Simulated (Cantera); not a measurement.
An isothermal, constant-pressure homogeneous reactor starts with CH4 : O2 : N2 = 0.017 : 0.0067 : 1 (molar parts), equivalence ratio 5.1, at 1350 K and 10.0 bar. Integrator tolerance rtol = 1e-08.

Computed with Cantera and GRI-Mech 3.0 (53 species, 325 reactions).

Q: What does this change do: temperature 1350 to 900 K?

A: 
| quantity | before | after |
|---|---|---|
| x(CH4) at 200 s | 0.00456 (gas-phase equilibrium 0.00127) | 0.0109 (gas-phase equilibrium 0.00565) |
| x(O2) at 200 s | <1e-12 (gas-phase equilibrium <1e-12) | 1.40e-6 (gas-phase equilibrium <1e-12) |
| x(CO) at 200 s | 0.00587 (gas-phase equilibrium 0.0128) | 0.00440 (gas-phase equilibrium 0.00957) |
| x(CH2) at 200 s | 3.59e-12 (gas-phase equilibrium <1e-12) | <1e-12 (gas-phase equilibrium <1e-12) |
| x(HO2) at 200 s | <1e-12 (gas-phase equilibrium <1e-12) | 5.39e-11 (gas-phase equilibrium <1e-12) |
| x(HCO) at 200 s | 1.75e-11 (gas-phase equilibrium 5.16e-11) | <1e-12 (gas-phase equilibrium <1e-12) |
| x(NO) at 200 s | <1e-12 (gas-phase equilibrium <1e-12) | <1e-12 (gas-phase equilibrium <1e-12) |
Below about 1000 K GRI-Mech 3.0 lacks low-temperature oxidation paths.
